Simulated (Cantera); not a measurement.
An adiabatic, constant-volume homogeneous reactor starts with CO : H2 : CH4 : O2 : N2 = 1 : 0.66 : 0.087 : 1.34 : 5.03 (molar parts), at 1248 K and 1.60 bar.

Computed with Cantera and GRI-Mech 3.0 (53 species, 325 reactions).

One state of this run: T (K) = 2794; P (bar) = 3.32; x CO = 0.0383; x H2 = 0.00498; x CH4 = <1e-12; x CH2O = 2.54e-10; x HCO = 3.81e-8; x NO = 0.0166; x N2O = 1.55e-6. x: mole fraction; the columns are a selection and need not sum to one.

### Question
Which value of t (s) does it belong to?
(A) 0.000118
(B) 6.00e-6
(C) 0.901
(D) 2.66e-5

### Answer
C, 0.901
